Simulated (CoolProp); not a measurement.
Vapour-liquid equilibrium of R152A (1) + methanol (2) at 2.53 bar; x and y are mole fractions of (1).

Model: multi-fluid Helmholtz-energy mixture model, Outcalt 1996 and de Reuck 1993; pair parameters Bell 2016, in CoolProp.

| x | bubble temperature, mixture model (°C) | bubble temperature, Raoult's law (°C) | y, mixture model | y, Raoult's law |
|---|---|---|---|---|
| 0.05 | 50.7 | 75.5 | 0.772 | 0.421 |
| 0.125 | 27.4 | 58.8 | 0.925 | 0.721 |
| 0.2 | 19.4 | 46.4 | 0.951 | 0.850 |
| 0.275 | 15.9 | 37.0 | 0.961 | 0.912 |
| 0.35 | 13.9 | 29.6 | 0.965 | 0.945 |
| 0.425 | 12.3 | 23.7 | 0.969 | 0.964 |
| 0.5 | 10.9 | 18.8 | 0.972 | 0.976 |
| 0.575 | 9.5 | 14.6 | 0.976 | 0.984 |
| 0.65 | 7.9 | 11.0 | 0.979 | 0.989 |
| 0.725 | 6.1 | 7.8 | 0.983 | 0.993 |
| 0.8 | 4.2 | 5.0 | 0.988 | 0.996 |
| 0.875 | 2.3 | 2.5 | 0.992 | 0.998 |
| 0.95 | 0.2 | 0.2 | 0.997 | 0.999 |

The largest gap from Raoult's law is -31.4 K in bubble temperature, at x = 0.125. No azeotrope shows between x = 0.05 and 0.95.

Pair parameters are fitted to limited data, so mixtures are less certain than the pure fluids. With so large a gap from Raoult's law the liquid may split in two, which this calculation doesn't test in full.
